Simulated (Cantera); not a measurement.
Transport properties of process gases

Gas mixture: CO = 0.67 (molar parts), at 1.00 bar, frozen composition.

Cantera's kinetic-theory transport with the Lennard-Jones parameters of GRI-Mech 3.0, ideal gas; thermal conductivity in the mixture-averaged form.

```
T (K)  ρ (kg/m³)  cp (J/kg/K)  μ (µPa s)  λ (mW/m/K)     Pr  D (cm²/s) H  D (cm²/s) CH4  D (cm²/s) NH3
-----  ---------  -----------  ---------  ----------  -----  -----------  -------------  -------------
400        0.842         1049       22.0        31.7  0.726         2.04          0.375          0.383
600        0.561         1086       29.1        44.2  0.715         4.10          0.755          0.805
800        0.421         1139       35.2        56.1  0.715         6.68           1.23           1.34
1000       0.337         1184       40.8        67.5  0.715         9.72           1.79           1.97
1200       0.281         1219       45.9        78.3  0.715         13.2           2.42           2.69
1400       0.241         1246       50.8        88.6  0.714         17.0           3.13           3.50
```
D: mixture-averaged diffusion coefficient of that species in the mixture.
